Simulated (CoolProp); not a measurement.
Properties of dimethyl ether along the isotherm 320 K (Tc = 400.4 K, pc = 53.37 bar, ω = 0.196).

Model: reference Helmholtz-energy equation of state, Wu 2011, in CoolProp.

```tsv
p (bar)	phase	density (kg/m³)	Joule-Thomson coefficient (K/MPa)	isothermal compressibility (1/MPa)	expansivity (1/kK)	viscosity (µPa s)
1.58	gas	2.799	18.76	6.477	3.377	9.78
3	gas	5.430	19.12	3.491	3.637	9.83
5.68	gas	10.75	19.91	1.940	4.243	9.92
10.8	liquid	624.1	-0.01939	0.004715	3.027	106
20.4	liquid	626.9	-0.03824	0.004495	2.933	107
38.7	liquid	631.9	-0.06980	0.004136	2.777	109
73.4	liquid	640.4	-0.1179	0.003609	2.541	113
139	liquid	654.2	-0.1825	0.002938	2.226	121
264	liquid	675.2	-0.2575	0.002207	1.858	136
500	liquid	705.0	-0.3300	0.001536	1.483	163
```

Viscosity comes from a separate model (Meng 2012).
